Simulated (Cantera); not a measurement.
## NO annealing gas

An isothermal, constant-pressure homogeneous reactor starts with NO : N2 = 1 : 1 (molar parts), at 1750 K and 26.3 Torr.

Detailed kinetics in Cantera: GRI-Mech 3.0 (53 species, 325 reactions). Radical loss at walls, strong at low pressure, is not modelled.

```csv
t (s),x NO,x N2O,x NO2,x O2,x O
0.000600,0.500,7.63e-7,1.84e-8,1.52e-9,7.51e-7
0.00149,0.500,1.88e-6,1.09e-7,9.24e-9,1.81e-6
0.00369,0.500,4.60e-6,6.13e-7,5.67e-8,4.21e-6
0.00915,0.500,1.10e-5,3.04e-6,3.78e-7,9.16e-6
0.0227,0.500,2.50e-5,1.15e-5,3.15e-6,1.82e-5
0.0563,0.500,5.03e-5,2.53e-5,2.61e-5,2.96e-5
0.140,0.500,7.93e-5,3.12e-5,0.000129,3.57e-5
0.346,0.499,9.13e-5,3.34e-5,0.000429,3.81e-5
0.859,0.497,9.12e-5,3.60e-5,0.00119,4.00e-5
2.13,0.494,8.92e-5,4.17e-5,0.00310,4.41e-5
5.29,0.484,8.45e-5,5.34e-5,0.00782,5.27e-5
13.1,0.461,7.46e-5,7.33e-5,0.0194,6.89e-5
32.5,0.407,5.57e-5,9.78e-5,0.0464,9.57e-5
80.6,0.299,2.85e-5,0.000106,0.100,0.000133
200,0.149,6.66e-6,7.04e-5,0.176,0.000171
```
x: mole fraction; the columns are a selection and need not sum to one.

Equilibrium at this temperature and pressure: NO 0.00371, N2O 3.92e-8, NO2 2.10e-6, O2 0.248, O 0.000200 (gas phase only).
